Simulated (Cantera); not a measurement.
Boron, boron nitride and boron oxide: B2O3 + H2 + N2

Input: 1 mol B2O3, 26 mol H2, a varied amount of N2, held at 1300 K and 44000 Pa.

Method: chemical equilibrium by Gibbs-energy minimisation in Cantera with the NASA 1993 tables (ideal gas, pure condensed phases). Candidate condensed phases: B, BN, B2O3, B3O3H3, H2O; 39 gas species. N2 is the only nitrogen source here; it is nearly inert below about 1500 K, so the nitride shown seldom forms there in practice. Mutual solubility and eutectic melting of coexisting phases are not modelled. Gases not in the tables: H3BO3. Equilibrium is a limit: real reactors are often held back by kinetics, nucleation or transport.

```
n(N2) (mol)   x H2    x N2     x H2O    x HBO2  n BN(s)  n B2O3(l)
-----------  -----  ------  --------  --------  -------  ---------
0.4          0.984  0.0146   0.00156  0.000183   0.0289      0.983
0.66         0.974  0.0241   0.00182  0.000198   0.0340      0.980
1.1          0.958  0.0399   0.00212  0.000214   0.0401      0.977
1.8          0.933  0.0639   0.00242  0.000228   0.0468      0.973
3            0.894   0.103   0.00271  0.000242   0.0546      0.969
4.9          0.839   0.158   0.00294  0.000251   0.0630      0.964
8.1          0.760   0.237   0.00305  0.000256   0.0720      0.959
13           0.664   0.333   0.00298  0.000253   0.0807      0.955
22           0.539   0.458   0.00269  0.000241   0.0899      0.949
37           0.411   0.587   0.00223  0.000219   0.0980      0.944
61           0.297   0.701   0.00171  0.000192    0.105      0.939
100          0.205   0.793   0.00123  0.000163    0.110      0.934
170          0.132   0.867  0.000814  0.000132    0.115      0.929
```
x: gas mole fraction; n: condensed amount in mol.

From 0.4 mol N2 to 170 mol N2 the condensed part is BN(s) + B2O3(l).
